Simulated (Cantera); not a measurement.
## Metals in furnace atmospheres: Cu + CO

Input: 1 mol Cu, 19 mol CO, at 240 Pa.

Method: chemical equilibrium by Gibbs-energy minimisation in Cantera with the NASA 1993 tables (ideal gas, pure condensed phases). Candidate condensed phases: C, Cu, CuO, Cu₂O; 15 gas species. Kinetics and transport are ignored.

```tsv
T (K)	x CO	x CO₂	x Cu	x Cu₂	x C	x C₃	x C₂O	n C(graphite)	n Cu(s)	n Cu(l)
700	0.274	0.726	<1e-12	<1e-12	<1e-12	<1e-12	<1e-12	7.99	1.00	0
800	0.835	0.165	<1e-12	<1e-12	<1e-12	<1e-12	<1e-12	2.69	1.00	0
900	0.987	0.0131	7.51e-11	<1e-12	<1e-12	<1e-12	<1e-12	0.245	1.00	0
1000	0.999	0.00136	6.50e-9	<1e-12	<1e-12	<1e-12	<1e-12	0.0258	1.00	0
1100	1.000	0.000212	2.48e-7	1.98e-12	<1e-12	<1e-12	<1e-12	0.00402	1.000	0
1200	1.000	4.54e-5	5.12e-6	1.45e-10	<1e-12	<1e-12	<1e-12	0	1.000	0
1300	1.000	1.24e-5	6.57e-5	5.40e-9	<1e-12	<1e-12	<1e-12	0	0.999	0
1400	0.999	4.11e-6	0.000562	1.10e-7	<1e-12	<1e-12	<1e-12	0	0	0.989
1500	0.997	1.58e-6	0.00343	1.34e-6	<1e-12	<1e-12	<1e-12	0	0	0.935
1600	0.983	6.75e-7	0.0166	1.19e-5	<1e-12	<1e-12	4.41e-12	0	0	0.679
1700	0.950	3.06e-7	0.0499	4.55e-5	6.28e-12	1.87e-12	2.55e-11	0	0	0
1800	0.950	1.62e-7	0.0500	2.12e-5	1.05e-10	4.77e-11	1.25e-10	0	0	0
1900	0.950	9.18e-8	0.0500	1.07e-5	1.31e-9	8.61e-10	5.20e-10	0	0	0
2000	0.950	5.54e-8	0.0500	5.76e-6	1.27e-8	1.15e-8	1.87e-9	0	0	0
```
x: gas mole fraction; n: condensed amount in mol.

From 700 K to 1100 K the condensed part is C(graphite) + Cu(s). From 1200 K to 1300 K the condensed part is Cu(s). From 1400 K to 1600 K the condensed part is Cu(l). From 1700 K to 2000 K nothing is condensed.
